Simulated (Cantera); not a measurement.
Input: 1 mol CF4, 0.061 mol H2, at 2225 K.

Equilibrium computed with Cantera from the NASA thermochemical tables; the gas is ideal and each condensed phase is pure. Candidate condensed phases: C, C6H6, C7H8, C8H18; 95 gas species. The tables' values for C2F4 are old estimates; treat these amounts as uncertain. Gases not in the tables: C2F6 and larger saturated fluorocarbons. Rates play no part.

x: gas mole fraction; n: condensed amount in mol.

```json
[
 {"P (Pa)": "1", "x F": "0.948", "x CF4": "2.21e-7", "x CF2": "0.00880", "x HF": "0.0306", "x CF3": "2.06e-6", "x CF": "0.0119", "n C(graphite)": "0.912"},
 {"P (Pa)": "10", "x F": "0.880", "x CF4": "0.000164", "x CF2": "0.0759", "x HF": "0.0328", "x CF3": "0.000165", "x CF": "0.0110", "n C(graphite)": "0.675"},
 {"P (Pa)": "100", "x F": "0.603", "x CF4": "0.0316", "x CF2": "0.311", "x HF": "0.0432", "x CF3": "0.00463", "x CF": "0.00659", "n C(graphite)": "0"},
 {"P (Pa)": "1000", "x F": "?", "x CF4": "?", "x CF2": "?", "x HF": "?", "x CF3": "?", "x CF": "?", "n C(graphite)": "0"},
 {"P (Pa)": "10000", "x F": "?", "x CF4": "?", "x CF2": "?", "x HF": "0.102", "x CF3": "?", "x CF": "?", "n C(graphite)": "0"},
 {"P (Pa)": "100000", "x F": "0.00747", "x CF4": "0.822", "x CF2": "0.0526", "x HF": "0.108", "x CF3": "0.00971", "x CF": "9.01e-5", "n C(graphite)": "0"}
]
```

### Question
Fill in the missing entries.

### Answer

- 10000, x F: 0.0598
- 10000, x CF4: 0.752
- 10000, x CF2: 0.0752
- 10000, x CF3: 0.0111
- 10000, x CF: 0.000161
- 1000, x F: 0.295
- 1000, x CF4: 0.436
- 1000, x CF2: 0.178
- 1000, x HF: 0.0766
- 1000, x CF3: 0.0130
- 1000, x CF: 0.000772
